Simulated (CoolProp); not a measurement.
Vapour-liquid equilibrium of CHF3 (R23) (1) + R134a (2) at -29.25 °C; x and y are mole fractions of (1).

Computed with CoolProp (multi-fluid Helmholtz-energy mixture model, Penoncello 2003 and Tillner-Roth 1994; pair parameters Bell 2016).

| x | bubble pressure (bar) | y at the bubble point | dew pressure at overall composition x (bar) | liquid density (mol/L) |
|---|---|---|---|---|
| 0.05 | 1.282 | 0.340 | 0.9173 | 13.77 |
| 0.2 | 2.523 | 0.703 | 1.076 | 14.33 |
| 0.35 | 3.811 | 0.831 | 1.300 | 14.92 |
| 0.5 | 5.170 | 0.899 | 1.639 | 15.52 |
| 0.65 | 6.611 | 0.941 | 2.214 | 16.12 |
| 0.8 | 8.138 | 0.971 | 3.392 | 16.71 |
| 0.95 | 9.764 | 0.993 | 7.006 | 17.23 |

No azeotrope shows between x = 0.05 and 0.95.

The pair parameters rest on a limited set of measurements; away from them the model extrapolates.
